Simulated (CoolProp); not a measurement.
Vapour-liquid equilibrium of R143a (1) + R1234yf (2) at 0.00193 MPa; x and y are mole fractions of (1).

The numbers come from the multi-fluid Helmholtz-energy mixture model, Lemmon and Jacobsen 2000 and Lemmon 2022; pair parameters Bell 2016 in CoolProp.

```csv
x,bubble temperature (K),y at the bubble point,dew temperature at overall composition x (K),liquid density (mol/L)
0.05,179.1,0.169,180.2,12.67
0.15,176.7,0.402,179.3,12.96
0.25,174.8,0.554,178.3,13.25
0.35,173.3,0.662,177.3,13.54
0.45,172.1,0.744,176.1,13.84
0.55,171.0,0.808,174.9,14.14
0.65,170.0,0.862,173.5,14.46
0.75,169.1,0.907,171.9,14.79
0.85,168.3,0.947,170.2,15.13
0.95,167.6,0.983,168.3,15.48
```

No azeotrope shows between x = 0.05 and 0.95.

The pair parameters rest on a limited set of measurements; away from them the model extrapolates.
